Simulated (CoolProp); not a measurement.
Methane at 298.15 K and 11.2 MPa flows at 3.9 m/s in a round tube of 2 mm bore and 1.5 µm roughness, fully developed (64/Re and Nu = 3.66 if laminar; Colebrook and Gnielinski if turbulent). Each further row changes one setting.

Model: reference Helmholtz-energy equation of state, Setzmann 1991, in CoolProp.

| case | Reynolds number | Darcy friction factor | pressure drop (Pa/m) | heat-transfer coefficient (W/(m² K)) | mass flow (kg/h) |
|---|---|---|---|---|---|
| as stated | 47000 | 0.0235 | 7720 | 3080 | 3.81 |
| velocity 7.8 m/s | 94100 | 0.0214 | 28100 | 5670 | 7.61 |
| diameter 4 mm | 94100 | 0.0200 | 3280 | 2640 | 15.2 |

Viscosity comes from a separate model (Quiñones-Cisneros 2006). Thermal conductivity comes from a separate model (Friend 1989).
